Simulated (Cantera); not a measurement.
## Silicon oxide and oxynitride deposition: HMDSO + CO2 + N2O

A closed system holds: 1 mol HMDSO, 0.4 mol CO2, 2.5 mol N2O, held at 1000 Pa.

Cantera equilibrium calculation (NASA polynomials, part measured and part estimated; ideal gas, pure solids and liquids). Candidate condensed phases: C, C6H6, C7H8, C8H18, H2O, Si, SiC, SiO2, Si2N2O, Si3N4; 151 gas species. The feed counts by its element totals alone. Mutual solubility and eutectic melting of coexisting phases are not modelled. The tables hold silica as quartz up to 1696 K and as liquid above; real silica turns to tridymite and cristobalite and melts near 1996 K. Equilibrium is a limit: real reactors are often held back by kinetics, nucleation or transport.

```csv
T (K),log p H2,log p CO,log p N2,log p CH4,log p H2O,log p CO2,log p SiO,log p HCN,n C(graphite),n SiO2(α-quartz),n SiO2(β-quartz),n Si2N2O(s),n SiC(s)
700,-2.15,-4.22,-2.65,-3.37,-3.74,-4.84,<-14,-10.68,5.85,2.00,0,0,0
775,-2.13,-3.74,-2.67,-3.94,-4.21,-5.12,<-14,-9.71,6.05,2.00,0,0,0
850,-2.12,-3.62,-2.67,-4.45,-4.89,-5.91,<-14,-8.91,6.07,0,2.00,0,0
925,-2.12,-3.60,-2.67,-4.88,-5.55,-6.72,<-14,-8.25,6.09,0,2.00,0,0
1000,-2.12,-3.60,-2.67,-5.26,-6.12,-7.44,<-14,-7.68,6.09,0,2.00,0,0
1075,-2.12,-3.60,-2.67,-5.58,-6.61,-8.06,-11.79,-7.20,6.10,0,2.00,0,0
1150,-2.13,-3.12,-2.73,-5.90,-6.58,-7.65,-10.09,-6.81,5.48,0,1.58,0.208,0
1225,-2.17,-2.69,-2.90,-6.23,-6.57,-7.25,-8.63,-6.55,3.65,0,0.366,0.817,0
1300,-2.19,-2.62,-2.96,-6.48,-6.85,-7.53,-7.53,-6.26,3.10,0,0,1.000,0
1375,-2.19,-2.62,-2.96,-6.67,-7.14,-7.90,-6.62,-5.97,3.10,0,0,1.000,0
1450,-2.19,-2.62,-2.96,-6.85,-7.41,-8.22,-5.81,-5.71,3.10,0,0,0.999,0
1525,-2.24,-2.57,-2.80,-7.13,-7.65,-8.40,-5.23,-5.42,0.112,0,0,0,1.99
1600,-2.24,-2.57,-2.80,-7.28,-7.87,-8.67,-5.10,-5.21,0.114,0,0,0,1.99
1675,-2.25,-2.57,-2.80,-7.41,-8.07,-8.91,-4.99,-5.02,0.116,0,0,0,1.98
```
log p: log10 of the partial pressure in bar; n: condensed amount in mol.

From 700 K to 775 K the condensed part is C(graphite) + SiO2(α-quartz). From 850 K to 1075 K the condensed part is C(graphite) + SiO2(β-quartz). From 1150 K to 1225 K the condensed part is C(graphite) + SiO2(β-quartz) + Si2N2O(s). From 1300 K to 1450 K the condensed part is C(graphite) + Si2N2O(s). From 1525 K to 1675 K the condensed part is C(graphite) + SiC(s).
